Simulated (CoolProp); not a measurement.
R365MFC along the isotherm -12.65 °C: density (kg/m³) from the reference equation and from simpler models built on Tc = 186.9 °C, pc = 3.266 MPa, ω = 0.377; each cubic takes its own stable root.

Model: reference Helmholtz-energy equation of state, Lemmon 2016, in CoolProp.

```json
[
 {"p (MPa)": "0.109", "phase": "liquid", "reference": "1335", "Soave-Redlich-Kwong": "1229", "Peng-Robinson": "1384"},
 {"p (MPa)": "0.218", "phase": "liquid", "reference": "1335", "Soave-Redlich-Kwong": "1229", "Peng-Robinson": "1384"},
 {"p (MPa)": "0.327", "phase": "liquid", "reference": "1335", "Soave-Redlich-Kwong": "1229", "Peng-Robinson": "1385"},
 {"p (MPa)": "0.436", "phase": "liquid", "reference": "1335", "Soave-Redlich-Kwong": "1230", "Peng-Robinson": "1385"},
 {"p (MPa)": "0.544", "phase": "liquid", "reference": "1335", "Soave-Redlich-Kwong": "1230", "Peng-Robinson": "1385"},
 {"p (MPa)": "0.653", "phase": "liquid", "reference": "1336", "Soave-Redlich-Kwong": "1230", "Peng-Robinson": "1385"},
 {"p (MPa)": "0.762", "phase": "liquid", "reference": "1336", "Soave-Redlich-Kwong": "1230", "Peng-Robinson": "1385"},
 {"p (MPa)": "0.871", "phase": "liquid", "reference": "1336", "Soave-Redlich-Kwong": "1231", "Peng-Robinson": "1386"},
 {"p (MPa)": "0.98", "phase": "liquid", "reference": "1336", "Soave-Redlich-Kwong": "1231", "Peng-Robinson": "1386"},
 {"p (MPa)": "1.09", "phase": "liquid", "reference": "1336", "Soave-Redlich-Kwong": "1231", "Peng-Robinson": "1386"},
 {"p (MPa)": "1.2", "phase": "liquid", "reference": "1337", "Soave-Redlich-Kwong": "1231", "Peng-Robinson": "1386"},
 {"p (MPa)": "1.31", "phase": "liquid", "reference": "1337", "Soave-Redlich-Kwong": "1231", "Peng-Robinson": "1387"},
 {"p (MPa)": "1.42", "phase": "liquid", "reference": "1337", "Soave-Redlich-Kwong": "1232", "Peng-Robinson": "1387"},
 {"p (MPa)": "1.52", "phase": "liquid", "reference": "1337", "Soave-Redlich-Kwong": "1232", "Peng-Robinson": "1387"},
 {"p (MPa)": "1.63", "phase": "liquid", "reference": "1337", "Soave-Redlich-Kwong": "1232", "Peng-Robinson": "1387"}
]
```
